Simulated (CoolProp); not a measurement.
Vapour-liquid equilibrium of propylene (1) + cyclohexane (2) at 55.25 °C; x and y are mole fractions of (1).

The numbers come from the multi-fluid Helmholtz-energy mixture model, Lemmon 2013 and Zhou 2014; pair parameters Bell 2016 in CoolProp.

```tsv
x	bubble pressure (kPa)	y at the bubble point	dew pressure at overall composition x (kPa)	liquid density (mol/L)
0.05	163.0	0.732	46.25	8.984
0.125	335.6	0.872	50.23	9.188
0.2	501.8	0.916	54.94	9.395
0.275	662.8	0.938	60.63	9.604
0.35	819.7	0.952	67.61	9.812
0.425	973.6	0.961	76.40	10.02
0.5	1126	0.968	87.81	10.22
0.575	1278	0.974	103.2	10.41
0.65	1431	0.978	125.1	10.58
0.725	1588	0.983	158.8	10.73
0.8	1753	0.987	217.1	10.83
0.875	1932	0.991	342.8	10.86
0.95	2134	0.996	794.7	10.77
```

No azeotrope shows between x = 0.05 and 0.95.

The pair parameters rest on a limited set of measurements; away from them the model extrapolates. The gap from Raoult's law changes sign with composition, which may be real or a fault of the pair parameters; it wasn't checked against measurements.
